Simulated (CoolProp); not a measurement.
Vapour-liquid equilibrium of propylene (1) + propane (2) at 3.5 bar; x and y are mole fractions of (1).

Computed with CoolProp (multi-fluid Helmholtz-energy mixture model, Lemmon 2013 and Lemmon 2009; pair parameters Bell 2016).

```json
[
 {"x": "0.05", "bubble temperature (K)": "263.0", "y at the bubble point": "0.065", "dew temperature at overall composition x (K)": "263.2", "liquid density (mol/L)": "12.33"},
 {"x": "0.2", "bubble temperature (K)": "261.6", "y at the bubble point": "0.243", "dew temperature at overall composition x (K)": "262.0", "liquid density (mol/L)": "12.51"},
 {"x": "0.35", "bubble temperature (K)": "260.4", "y at the bubble point": "0.402", "dew temperature at overall composition x (K)": "260.8", "liquid density (mol/L)": "12.69"},
 {"x": "0.5", "bubble temperature (K)": "259.4", "y at the bubble point": "0.549", "dew temperature at overall composition x (K)": "259.7", "liquid density (mol/L)": "12.88"},
 {"x": "0.65", "bubble temperature (K)": "258.5", "y at the bubble point": "0.688", "dew temperature at overall composition x (K)": "258.8", "liquid density (mol/L)": "13.06"},
 {"x": "0.8", "bubble temperature (K)": "257.8", "y at the bubble point": "0.822", "dew temperature at overall composition x (K)": "257.9", "liquid density (mol/L)": "13.26"},
 {"x": "0.95", "bubble temperature (K)": "257.2", "y at the bubble point": "0.955", "dew temperature at overall composition x (K)": "257.3", "liquid density (mol/L)": "13.46"}
]
```

No azeotrope shows between x = 0.05 and 0.95.

Pair parameters are fitted to limited data, so mixtures are less certain than the pure fluids.
